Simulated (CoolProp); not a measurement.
A single-stage vapour-compression cycle with the fluid: evaporating at 202.15 K (dew point), condensing at 228.15 K (bubble point), superheat 2 K, subcooling 0 K, compressor efficiency 0.7, no pressure losses. The same conditions are run with several fluids, on thermodynamics alone (safety and materials aside).

The numbers come from the reference Helmholtz-energy equation of state of each fluid (carbonyl sulfide: Lemmon 2006; R22: Kamei 1995; chlorine: Thol 2021; C3F8 (R218): Lemmon 2006; ethane: Bücker 2006; fluoroethane (R161): Wu 2012) in CoolProp.

```json
[
 {"fluid": "carbonyl sulfide", "cooling COP": "4.83", "pressure ratio": "___", "discharge temperature (K)": "___", "refrigerating effect (kJ/kg)": "___", "volumetric capacity (kJ/m³)": "362"},
 {"fluid": "R22", "cooling COP": "___", "pressure ratio": "___", "discharge temperature (K)": "284.0", "refrigerating effect (kJ/kg)": "225", "volumetric capacity (kJ/m³)": "222"},
 {"fluid": "chlorine", "cooling COP": "4.71", "pressure ratio": "___", "discharge temperature (K)": "332.9", "refrigerating effect (kJ/kg)": "283", "volumetric capacity (kJ/m³)": "___"},
 {"fluid": "C3F8 (R218)", "cooling COP": "4.78", "pressure ratio": "4.38", "discharge temperature (K)": "235.7", "refrigerating effect (kJ/kg)": "93.8", "volumetric capacity (kJ/m³)": "165"},
 {"fluid": "ethane", "cooling COP": "4.78", "pressure ratio": "2.75", "discharge temperature (K)": "263.8", "refrigerating effect (kJ/kg)": "400", "volumetric capacity (kJ/m³)": "___"},
 {"fluid": "fluoroethane (R161)", "cooling COP": "4.90", "pressure ratio": "4.39", "discharge temperature (K)": "282.5", "refrigerating effect (kJ/kg)": "411", "volumetric capacity (kJ/m³)": "190"}
]
```

Problem. Complete the blanks.

Solution. 
- carbonyl sulfide, pressure ratio: 3.71
- carbonyl sulfide, discharge temperature (K): 299.0
- carbonyl sulfide, refrigerating effect (kJ/kg): 293
- R22, cooling COP: 4.88
- R22, pressure ratio: 4.32
- chlorine, pressure ratio: 4.31
- chlorine, volumetric capacity (kJ/m³): 168
- ethane, volumetric capacity (kJ/m³): 1800
